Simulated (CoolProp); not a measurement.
R125 along the isotherm 193.8 K: density (kg/m³) from the reference equation and from simpler models built on Tc = 339.2 K, pc = 3.618 MPa, ω = 0.305; each cubic takes its own stable root.

Values from CoolProp's reference Helmholtz-energy equation of state, Lemmon 2005.

```
p (MPa)   phase  reference
-------  ------  ---------
0.0572   liquid       1621
0.0891   liquid       1621
0.139    liquid       1622
0.216    liquid       1622
0.336    liquid       1622
0.524    liquid       1622
0.815    liquid       1623
1.27     liquid       1624
1.98     liquid       1626
3.08     liquid       1628
4.79     liquid       1632
7.46     liquid       1637
11.6     liquid       1645
18.1     liquid       1657
```

### Question
How far does each simpler model (van der Waals, Redlich-Kwong, Soave-Redlich-Kwong, Peng-Robinson) lie from the reference over these 14 states: mean and median of the absolute difference, and the worst?

### Answer
- van der Waals: mean 56.6 %, median 40.1 %, worst -99.7 % at 193.8 K and 0.0572 MPa
- Redlich-Kwong: mean 11.5 %, median 11.8 %, worst -11.9 % at 193.8 K and 0.0572 MPa
- Soave-Redlich-Kwong: mean 8.7 %, median 8.8 %, worst -8.8 % at 193.8 K and 0.0572 MPa
- Peng-Robinson: mean 2.8 %, median 2.8 %, worst +3.0 % at 193.8 K and 18.1 MPa

At some of these states van der Waals gives the other phase, because its saturation line lies elsewhere.
